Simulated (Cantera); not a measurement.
## Thermodynamics of silicon nitride deposition, feed Si₂Cl₆ + NH₃

Feed: 1 mol Si₂Cl₆, a varied amount of NH₃, equilibrated at 0.000680 bar.

Method: chemical equilibrium by Gibbs-energy minimisation in Cantera with the NASA 1993 tables (ideal gas, pure condensed phases). Candidate condensed phases: NH₄Cl, Si, Si₃N₄; 28 gas species. The feed counts by its element totals alone. Mutual solubility and eutectic melting of coexisting phases are not modelled. The tables' values for SiCl₃ are old estimates. Kinetics and transport are ignored.

Question: Map the stable condensed phases over T = 898, 1048, 1198, 1348, 1498, 1648, 1798, 1948, 2098 K and n(NH₃) in mol = 0.23, 0.37, 0.51, 0.66, 0.8, 0.94, 1.1, 1.2, 1.4.

Answer: 
```
T in K \ n(NH₃) in mol
         0.23 0.37 0.51 0.66  0.8 0.94  1.1  1.2  1.4
   2098     A    A    A    A    A    A    A    A    A
   1948     A    A    A    A    A    A    A    A    A
   1798     A    A    A    A    A    A    A    A    A
   1648     A    A    A    A    A    A    A    A    A
   1498     A    A    A    A    A    A    A    A    A
   1348     A    A    B    B    B    B    B    B    B
   1198     B    B    B    B    B    B    B    B    B
   1048     C    C    C    B    B    B    B    B    B
    898     C    C    C    C    B    B    B    B    B
```
A: gas only; B: Si₃N₄; C: Si + Si₃N₄.
